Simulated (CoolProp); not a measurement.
The fluid at 298.15 K and 0.111 MPa expands adiabatically to 0.00837 MPa with isentropic efficiency 1. The same conditions are run with several fluids, on thermodynamics alone (safety and materials aside).

Computed with CoolProp (reference Helmholtz-energy equation of state of each fluid (isobutene: Lemmon 2005; fluorine: de Reuck 1990; sulfur hexafluoride: Guder 2009; dry air: Lemmon 2000; R152A: Outcalt 1996)). Blends and air are pseudo-pure fits.

```tsv
fluid	work (kJ/kg)	final temperature (K)	final density (kg/m³)
isobutene	98.8	227.0	0.250
fluorine	121	145.4	0.263
sulfur hexafluoride	38.8	233.2	0.632
dry air	156	142.2	0.205
R152A	80.7	207.4	0.323
```
